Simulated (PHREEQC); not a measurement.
A column of 0.1 m (30 cells, dispersivity 0.0035 m, 300 s a shift, diffusion coefficient 3e-10 m²/s) holds 0.087 eq of the database's cation exchanger X per kg of pore water, first in equilibrium with 0.012 mol/kgw CdCl2 and 1e-05 mol/kgw HCl. It is flushed with 0.08 mol/kgw BaCl2, 0.0081 mol/kgw KBr, 0.00067 mol/kgw KCl and 1e-05 mol/kgw HCl, at 15 °C. Values are for the last cell. The system is closed to CO2. Precipitation was switched off in this run.

Computed with PHREEQC (ion-association model, phreeqc.dat).

```csv
pore volumes,Ba in solution (mol/kgw),K in solution (mol/kgw),Br in solution (mol/kgw),Cd in solution (mol/kgw),Cl in solution (mol/kgw)
0,0,0,0,0.0120,0.0240
0.2833,0,0,5.55e-10,0.0120,0.0240
0.55,0,1.70e-11,0.000121,0.0131,0.0260
0.6833,9.41e-14,9.85e-9,0.000763,0.0188,0.0369
0.95,1.99e-7,1.44e-5,0.00386,0.0465,0.0891
1.217,0.000621,0.000608,0.00655,0.0696,0.135
1.483,0.0416,0.00430,0.00768,0.0369,0.154
1.617,0.0624,0.00580,0.00790,0.0172,0.157
1.883,0.0768,0.00745,0.00806,0.00351,0.160
2.15,0.0795,0.00818,0.00809,0.000697,0.161
2.417,0.0800,0.00851,0.00810,0.000136,0.161
2.55,0.0800,0.00860,0.00810,5.97e-5,0.161
2.817,0.0800,0.00870,0.00810,1.14e-5,0.161
3.083,0.0800,0.00874,0.00810,2.15e-6,0.161
3.35,0.0800,0.00876,0.00810,4.03e-7,0.161
3.483,0.0800,0.00876,0.00810,1.74e-7,0.161
3.75,0.0800,0.00877,0.00810,3.22e-8,0.161
4.017,0.0800,0.00877,0.00810,5.93e-9,0.161
```
